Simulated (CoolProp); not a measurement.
Vapour pressure (bar) of CHF3 (R23): the reference equation beside estimates from Tc = 299.3 K, pc = 48.32 bar, ω = 0.263. Clausius-Clapeyron is anchored at 199.9 K with a constant enthalpy of vaporisation of 16.24 kJ/mol.

Model: reference Helmholtz-energy equation of state, Penoncello 2003, in CoolProp.

```json
[
 {"T (K)": "172.9", "reference": "0.3100", "Lee-Kesler": "0.2962", "Clausius-Clapeyron": "0.3565", "van der Waals": "3.361", "Redlich-Kwong": "0.6571", "Soave-Redlich-Kwong": "0.2999", "Peng-Robinson": "0.3095"},
 {"T (K)": "181.9", "reference": "0.5757", "Lee-Kesler": "0.5583", "Clausius-Clapeyron": "0.6235", "van der Waals": "4.519", "Redlich-Kwong": "1.131", "Soave-Redlich-Kwong": "0.5624", "Peng-Robinson": "0.5736"},
 {"T (K)": "190.9", "reference": "0.9997", "Lee-Kesler": "0.9818", "Clausius-Clapeyron": "1.035", "van der Waals": "5.922", "Redlich-Kwong": "1.829", "Soave-Redlich-Kwong": "0.9850", "Peng-Robinson": "0.9951"},
 {"T (K)": "199.9", "reference": "1.640", "Lee-Kesler": "1.627", "Clausius-Clapeyron": "1.640", "van der Waals": "7.590", "Redlich-Kwong": "2.807", "Soave-Redlich-Kwong": "1.628", "Peng-Robinson": "1.632"},
 {"T (K)": "208.8", "reference": "2.551", "Lee-Kesler": "2.550", "Clausius-Clapeyron": "2.487", "van der Waals": "9.520", "Redlich-Kwong": "4.106", "Soave-Redlich-Kwong": "2.548", "Peng-Robinson": "2.541"},
 {"T (K)": "217.8", "reference": "3.828", "Lee-Kesler": "3.846", "Clausius-Clapeyron": "3.661", "van der Waals": "11.77", "Redlich-Kwong": "5.814", "Soave-Redlich-Kwong": "3.845", "Peng-Robinson": "3.817"},
 {"T (K)": "226.8", "reference": "5.543", "Lee-Kesler": "5.587", "Clausius-Clapeyron": "5.227", "van der Waals": "14.35", "Redlich-Kwong": "7.976", "Soave-Redlich-Kwong": "5.593", "Peng-Robinson": "5.535"},
 {"T (K)": "235.8", "reference": "7.786", "Lee-Kesler": "7.857", "Clausius-Clapeyron": "7.261", "van der Waals": "17.25", "Redlich-Kwong": "10.65", "Soave-Redlich-Kwong": "7.885", "Peng-Robinson": "7.788"},
 {"T (K)": "244.8", "reference": "10.65", "Lee-Kesler": "10.75", "Clausius-Clapeyron": "9.847", "van der Waals": "20.51", "Redlich-Kwong": "13.88", "Soave-Redlich-Kwong": "10.82", "Peng-Robinson": "10.67"},
 {"T (K)": "253.8", "reference": "14.24", "Lee-Kesler": "14.35", "Clausius-Clapeyron": "13.07", "van der Waals": "24.12", "Redlich-Kwong": "17.73", "Soave-Redlich-Kwong": "14.49", "Peng-Robinson": "14.30"},
 {"T (K)": "262.8", "reference": "18.66", "Lee-Kesler": "18.78", "Clausius-Clapeyron": "17.01", "van der Waals": "28.11", "Redlich-Kwong": "22.25", "Soave-Redlich-Kwong": "19.01", "Peng-Robinson": "18.78"},
 {"T (K)": "271.8", "reference": "24.05", "Lee-Kesler": "24.16", "Clausius-Clapeyron": "21.76", "van der Waals": "32.48", "Redlich-Kwong": "27.48", "Soave-Redlich-Kwong": "24.48", "Peng-Robinson": "24.22"}
]
```

Absolute difference from the reference over all 12 rows, mean and median: Lee-Kesler 1.3 and 0.8 %, Clausius-Clapeyron 6.7 and 7.1 %, van der Waals 294.4 and 183.2 %, Redlich-Kwong 53.7 and 47.9 %, Soave-Redlich-Kwong 1.5 and 1.5 %, Peng-Robinson 0.4 and 0.4 %.
